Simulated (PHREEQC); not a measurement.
A solution holds 0.0017 mol/kgw Na2S and 5.7e-05 mol/kgw MnCl2, at 20 °C. Closed to the air; pH follows from the charge balance.

The numbers come from PHREEQC with the ion-association model, wateq4f.dat.

The ionic strength comes out as 0.00352 mol/kgw. What activity coefficients do OH-, Cl-, Mn+2, Mn(OH)3-, Na+ get?

OH- 0.94, Cl- 0.94, Mn+2 0.78, Mn(OH)3- 0.94, Na+ 0.94.

This is a speciation only: nothing precipitates in the calculation. Examples of supersaturated solids here: Pyrochroite. Others may be too. The polysulfide entries of wateq4f.dat were taken out for this run.
